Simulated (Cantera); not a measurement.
# Thermodynamics of hydrogen reduction and annealing atmospheres, feed CuO + H₂ + N₂

Feed: 1 mol CuO, 500 mol H₂, 0.98 mol N₂, held at 24000 Pa.

These are equilibrium values from Cantera (NASA tables, ideal gas, pure condensed phases), not measurements of a reactor. Candidate condensed phases: Cu, CuO, Cu(OH)₂, Cu₂O, H₂O; 27 gas species. Rates play no part.

```tsv
T (K)	log p H₂	log p H₂O	log p N₂	log p Cu	log p H	log p NH₃	log p Cu₂	n Cu(s)	n Cu(l)
750	-0.62	-3.32	-3.33	<-12	<-12	-4.89	<-12	1.00	0
850	-0.62	-3.32	-3.33	<-12	-11.00	-5.33	<-12	1.00	0
950	-0.62	-3.32	-3.33	-11.72	-9.57	-5.68	<-12	1.00	0
1050	-0.62	-3.32	-3.33	-9.98	-8.40	-5.97	<-12	1.00	0
1150	-0.62	-3.32	-3.33	-8.54	-7.44	-6.21	<-12	1.000	0
1250	-0.62	-3.32	-3.33	-7.33	-6.63	-6.41	-11.64	1.000	0
1350	-0.62	-3.32	-3.33	-6.31	-5.93	-6.59	-10.19	0.999	0
1450	-0.62	-3.32	-3.33	-5.46	-5.33	-6.74	-9.02	0	0.993
1550	-0.62	-3.32	-3.33	-4.73	-4.81	-6.87	-8.00	0	0.961
1650	-0.62	-3.32	-3.33	-4.09	-4.35	-6.98	-7.12	0	0.830
```
log p: log10 of the partial pressure in bar; n: condensed amount in mol.

From 750 K to 1350 K the condensed part is Cu(s). From 1450 K to 1650 K the condensed part is Cu(l).
